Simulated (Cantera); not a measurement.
**V2O3 + H2 + H2O (hydrogen reduction and annealing atmospheres)**

Input: 1 mol V2O3, 2.2 mol H2, 0.14 mol H2O, held at 1775 °C.

Equilibrium computed with Cantera from the NASA thermochemical tables; the gas is ideal and each condensed phase is pure. Candidate condensed phases: H2O, V, VO, V2O3, V2O4, V2O5; 12 gas species. Mutual solubility and eutectic melting of coexisting phases are not modelled. VO: taken at fixed stoichiometry. Condensed phases not in the tables: the oxides between V2O3 and V2O5 other than VO2. The numbers say what is thermodynamically allowed, not how fast it happens.

At 0.0750 Torr the condensed part is VO(s) + V2O3(s). From 0.390 Torr to 7500 Torr the condensed part is V2O3(s). The main V-bearing gas is VO2 throughout.

```
P (Pa)   log p H2  log p VO2  log p H  log p H2O  log p VO  log p OH  n VO(s)  n V2O3(s)
-------  --------  ---------  -------  ---------  --------  --------  -------  ---------
10          -4.29      -4.57    -4.80      -5.76     -5.40     -7.23    0.742     0.0285
52          -3.37      -4.55    -4.33      -4.81     -5.41     -6.74        0      0.919
270         -2.62      -4.45    -3.96      -3.86     -5.51     -6.16        0      0.983
1400        -1.89      -4.43    -3.59      -3.09     -5.53     -5.76        0      0.997
7200        -1.17      -4.43    -3.24      -2.37     -5.53     -5.40        0      0.999
37000       -0.46      -4.43    -2.88      -1.66     -5.53     -5.04        0      1.000
190000       0.25      -4.43    -2.52      -0.94     -5.53     -4.68        0      1.000
1000000      0.97      -4.43    -2.16      -0.22     -5.53     -4.32        0      1.000
```
log p: log10 of the partial pressure in bar; n: condensed amount in mol.
